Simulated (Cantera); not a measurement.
A perfectly stirred reactor is fed with H₂ : O₂ : N₂ : NO = 1 : 0.625 : 2.35 : 0.015 (molar parts), at 5.00 bar; it is adiabatic with a 475 K inlet, and is followed from long to short residence time, starting on the burning branch (τ in s: 0.41, 0.13, 0.042, 0.013, 0.0042, 0.0013, 0.00042, 0.00013, 4.2e-05).

Model: GRI-Mech 3.0 (53 species, 325 reactions), integrated in Cantera. The hydrogen kinetics of GRI-Mech 3.0 are dated; newer H2 mechanisms differ, most at raised pressure. The mechanism lacks 2 NO + O2 → 2 NO2 and HONO, so NO2 and the effect of NO are under-described below about 1400 K.

One state of this run: T (K) = 2265; x H₂ = 0.00484; x O₂ = 0.0355; x NO = 0.00430; x N₂ = 0.669; x NO₂ = 5.03e-6; x N₂O = 9.02e-7; x H = 0.000940. x: mole fraction; the columns are a selection and need not sum to one.

**Question.** Which value of τ (s) does it belong to?
(A) 0.013
(B) 0.41
(C) 0.00013
(D) 0.00042

**Answer.** D, 0.00042
